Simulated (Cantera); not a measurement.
Feed: 1 mol B₂O₃, 1.8 mol N₂, equilibrated at 1.33 mbar.

Method: chemical equilibrium by Gibbs-energy minimisation in Cantera with the NASA 1993 tables (ideal gas, pure condensed phases). Candidate condensed phases: B, BN, B₂O₃; 17 gas species. Rates play no part. All values below are at 977 °C.

Base state: N₂ 1.000, B₂O₃ 3.31e-5 (mole fractions); condensed: B₂O₃(l).

What changes in the equilibrium state with this change: B₂O₃ replaced by borazine?


```tsv
species	before	after
H₂	0	0.625
N₂	1.000	0.375
H	0	1.05e-5
B₂O₃	3.31e-5	0
B₂O₃(l), mol	1.000	0
BN(s), mol	0	3.00
```
The feed counts by its element totals alone.

What changes in the equilibrium state with this change: 0.017 mol Cl₂ added?


```
species        before     after
------------  -------  --------
N₂              1.000     0.985
Cl                  0    0.0121
Cl₂                 0   0.00320
BOCl                0  0.000100
O₂              <1e-9   2.59e-5
B₂O₃          3.31e-5   3.31e-5
B₂O₃(l), mol    1.000     1.000
```
The tables' values for BOCl are old estimates; treat these amounts as uncertain.
